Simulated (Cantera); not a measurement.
A closed system holds: 1 mol Cu, 0.22 mol O2, 130 mol N2, equilibrated at 700 K and 99.0 Pa.

These are equilibrium values from Cantera (NASA tables, ideal gas, pure condensed phases), not measurements of a reactor. Candidate condensed phases: Cu, CuO, Cu2O; 12 gas species. Kinetics and transport are ignored.

Base state: N2 1.00 (mole fractions); condensed: Cu(s) + Cu2O(s).

Q: What changes in the equilibrium state with this change: Cu replaced by Al?

A: 
```csv
species,before,after
N2,1.00,1.00
"Cu(s), mol",0.120,0
"Cu2O(s), mol",0.440,0
"AlN(s), mol",0,0.707
"Al2O3(s), mol",0,0.147
```
Further candidate phases: Al, AlN, Al2O3.
